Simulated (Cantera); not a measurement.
Cantera run:

```python
import numpy as np
import cantera as ct

gas_names = """
    C CH CH2 CH3 CH2OH CH3O CH4 CH3OH CO CO2 COOH C2 C2H CHCO,ketyl C2H2,acetylene C2H2,vinylidene
    CH2CO,ketene C2H3,vinyl CH3CO,acetyl C2H4 C2H4O,ethylen CH3CHO,ethanal CH3COOH (HCOOH)2 C2H5 C2H6
    CH3OCH3 C2H5OH C2O C3 C3H3,propargyl C3H4,allene C3H4,propyne C3H4,cyclo- C3H5,allyl C3H6,propylene
    C3H6,cyclo- C3H6O C3H7,n-propyl C3H7,i-propyl C3H8 C3H8O,1propanol C3H8O,2propanol C3O2 C4 C4H2
    C4H4,1,3-cyclo- C4H6,butadiene C4H6,2-butyne C4H6,cyclo- C4H8,1-butene C4H8,cis2-buten
    C4H8,tr2-butene C4H8,isobutene C4H8,cyclo- (CH3COOH)2 C4H9,n-butyl C4H9,i-butyl C4H9,s-butyl
    C4H9,t-butyl C4H10,isobutane C4H10,n-butane C5 C5H6,1,3cyclo- C5H8,cyclo- C5H10,1-pentene
    C5H10,cyclo- C5H11,pentyl C5H11,t-pentyl C5H12,n-pentane C5H12,i-pentane CH3C(CH3)2CH3 C6H2
    C6H5,phenyl C6H5O,phenoxy C6H6 C6H5OH,phenol C6H10,cyclo- C6H12,1-hexene C6H12,cyclo- C6H13,n-hexyl
    C7H7,benzyl C7H8 C7H8O,cresol C7H14,1-heptene C7H15,n-heptyl C7H16,n-heptane C8H8,styrene
    C8H10,ethylbenz C8H16,1-octene C8H17,n-octyl C8H18,isooctane C8H18,n-octane C9H19,n-nonyl
    C10H8,naphthale C10H21,n-decyl C12H9,o-bipheny C12H10,bipheny H HCO HO2 H2 HCHO,formaldehy HCOOH H2O
    H2O2 O OH O2 O3
""".split()
cond_names = """
    C(gr) C6H6(L) C7H8(L) C8H18(L),n-octa H2O(s) H2O(L)
""".split()


def load(file, names, dense=False):
    # The tables refer to 1 bar. Condensed volumes are neglected.
    table = {s.name: s for s in ct.Species.list_from_file(file)}
    out = []
    for n in names:
        d = dict(table[n].input_data)
        d["thermo"] = dict(d["thermo"], **{"reference-pressure": 1e5})
        if dense:
            d["equation-of-state"] = {"model": "constant-volume", "density": "1e6 g/cm^3"}
        out.append(ct.Species.from_dict(d))
    return out


gas = ct.Solution(thermo="ideal-gas", species=load("nasa_gas.yaml", gas_names))
cond = {s.name: ct.Solution(thermo="fixed-stoichiometry", species=[s], name=s.name)
        for s in load("nasa_condensed.yaml", cond_names, dense=True)}
atoms = {
    'CH3OH': {'C': 1, 'H': 4, 'O': 1},
    'O2': {'O': 2},
}
top_T = {'C(gr)': 4500}  # K; cautious upper limits of use, not melting points


def equilibrate(T, P, feed):
    n = {}
    for name, mol in feed.items():
        for a, k in atoms[name].items():
            n[a] = n.get(a, 0.0) + k * mol
    gas.TPX = T, P, n
    mass = sum(n.values()) * gas.mean_molecular_weight
    gas.equilibrate("TP")
    valid = [c for c in cond.values() if c.min_temp <= T <= top_T.get(c.name, c.max_temp)]
    mix = ct.Mixture([(gas, mass / gas.mean_molecular_weight)] + [(c, 0.0) for c in valid])
    mix.T, mix.P = T, P
    mix.equilibrate("TP", solver="gibbs", rtol=1e-10, max_steps=50000)
    return mix


results = []
feed = {'CH3OH': 1, 'O2': 0.008}  # mol
T = 898.15  # K
P = 6300000  # Pa
mix = equilibrate(T, P, feed)
results.append((T, P, feed, dict(zip(mix.species_names, mix.species_moles))))
x = sorted(zip(gas.X, gas.species_names), reverse=True)
print(f"T = {T:g} K  P = {P:g} Pa  gas = {mix.phase_moles(0):.4g} mol")
print("   x: " + "  ".join(f"{s} {v:.3e}" for v, s in x if v > 1e-06))
print("   condensed (mol): " + ("  ".join(f"{mix.phase(i).name} {mix.phase_moles(i):.4g}"
      for i in range(1, mix.n_phases) if mix.phase_moles(i) > 1e-12) or "none"))
```

It prints:

```
T = 898.15 K  P = 6.3e+06 Pa  gas = 1.631 mol
   x: H2O 3.746e-01  CH4 3.589e-01  H2 1.335e-01  CO2 1.153e-01  CO 1.768e-02  C2H6 6.306e-05
   condensed (mol): C(gr) 0.1975
```

These are equilibrium values from Cantera (NASA tables, ideal gas, pure condensed phases), not measurements of a reactor. The ideal-gas law is rough above about 30 bar.
